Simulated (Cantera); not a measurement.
An adiabatic, constant-volume homogeneous reactor starts with CH4 : C2H6 : O2 : N2 = 1 : 0.19 : 2.42 : 9.21 (molar parts), at 1475 K and 7500 Torr. Integrator tolerance rtol = 1e-08.

Cantera simulation using GRI-Mech 3.0 (53 species, 325 reactions); the numbers are that mechanism's predictions, not measurements. Above 3000 K some thermodynamic fits are extrapolated.

Question: What does this change do: initial temperature 1475 to 1073 K?

Answer: 
| quantity | before | after |
|---|---|---|
| time of steepest temperature rise | 41.2 µs | 5.31 ms |
| temperature at 8.00 s | 3125 K | 2978 K |
| equilibrium temperature | 3125 K | 2978 K |
| x(CH4) at 8.00 s | <1e-12 (gas-phase equilibrium <1e-12) | <1e-12 (gas-phase equilibrium <1e-12) |
| x(C2H6) at 8.00 s | <1e-12 (gas-phase equilibrium <1e-12) | <1e-12 (gas-phase equilibrium <1e-12) |
| x(O2) at 8.00 s | 0.00971 (gas-phase equilibrium 0.00971) | 0.00584 (gas-phase equilibrium 0.00584) |
| x(H2) at 8.00 s | 0.0223 (gas-phase equilibrium 0.0223) | 0.0170 (gas-phase equilibrium 0.0170) |
| x(C2H) at 8.00 s | <1e-12 (gas-phase equilibrium <1e-12) | <1e-12 (gas-phase equilibrium <1e-12) |
| x(OH) at 8.00 s | 0.0182 (gas-phase equilibrium 0.0182) | 0.0115 (gas-phase equilibrium 0.0115) |
| x(CH2O) at 8.00 s | 1.09e-8 (gas-phase equilibrium 1.09e-8) | 8.76e-9 (gas-phase equilibrium 8.76e-9) |

Question: What does this change do: pressure from 7500 Torr to 1650 Torr?

Answer: 
| quantity | before | after |
|---|---|---|
| time of steepest temperature rise | 41.2 µs | 0.116 ms |
| temperature at 8.00 s | 3125 K | 2991 K |
| equilibrium temperature | 3125 K | 2991 K |
| x(CH4) at 8.00 s | <1e-12 (gas-phase equilibrium <1e-12) | <1e-12 (gas-phase equilibrium <1e-12) |
| x(C2H6) at 8.00 s | <1e-12 (gas-phase equilibrium <1e-12) | <1e-12 (gas-phase equilibrium <1e-12) |
| x(O2) at 8.00 s | 0.00971 (gas-phase equilibrium 0.00971) | 0.0128 (gas-phase equilibrium 0.0128) |
| x(H2) at 8.00 s | 0.0223 (gas-phase equilibrium 0.0223) | 0.0257 (gas-phase equilibrium 0.0257) |
| x(C2H) at 8.00 s | <1e-12 (gas-phase equilibrium <1e-12) | <1e-12 (gas-phase equilibrium <1e-12) |
| x(OH) at 8.00 s | 0.0182 (gas-phase equilibrium 0.0182) | 0.0211 (gas-phase equilibrium 0.0211) |
| x(CH2O) at 8.00 s | 1.09e-8 (gas-phase equilibrium 1.09e-8) | 2.83e-9 (gas-phase equilibrium 2.83e-9) |
